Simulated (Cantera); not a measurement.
Input: 1 mol CS2, 0.019 mol SO2, at 9600000 Pa.

Method: chemical equilibrium by Gibbs-energy minimisation in Cantera with the NASA 1993 tables (ideal gas, pure condensed phases). Candidate condensed phases: C, S; 35 gas species. Ions and electrons are included (thermal ionisation). The ideal-gas law is rough above about 30 bar. Kinetics and transport are ignored.

x: gas mole fraction; n: condensed amount in mol.

```json
[
 {"T (K)": "2000", "x CS2": "0.775", "x CS": "0.00474", "x S": "0.000139", "x S2": "0.184", "x CO": "0.0332", "n C(graphite)": "0.145"},
 {"T (K)": "2500", "x CS2": "[?]", "x CS": "[?]", "x S": "[?]", "x S2": "0.194", "x CO": "0.0340", "n C(graphite)": "[?]"},
 {"T (K)": "3000", "x CS2": "0.527", "x CS": "0.265", "x S": "0.0105", "x S2": "0.166", "x CO": "0.0308", "n C(graphite)": "0"},
 {"T (K)": "3500", "x CS2": "0.286", "x CS": "0.420", "x S": "0.0428", "x S2": "0.223", "x CO": "0.0275", "n C(graphite)": "0"},
 {"T (K)": "4000", "x CS2": "[?]", "x CS": "0.499", "x S": "[?]", "x S2": "0.226", "x CO": "[?]", "n C(graphite)": "0"},
 {"T (K)": "4500", "x CS2": "0.0647", "x CS": "0.517", "x S": "0.209", "x S2": "0.185", "x CO": "0.0229", "n C(graphite)": "0"},
 {"T (K)": "5000", "x CS2": "0.0301", "x CS": "0.500", "x S": "0.315", "x S2": "0.128", "x CO": "0.0212", "n C(graphite)": "0"}
]
```

What belongs in the gaps?


- 2500, x CS2: 0.710
- 2500, x CS: 0.0585
- 2500, x S: 0.00197
- 2500, n C(graphite): 0.132
- 4000, x CS2: 0.138
- 4000, x S: 0.111
- 4000, x CO: 0.0250
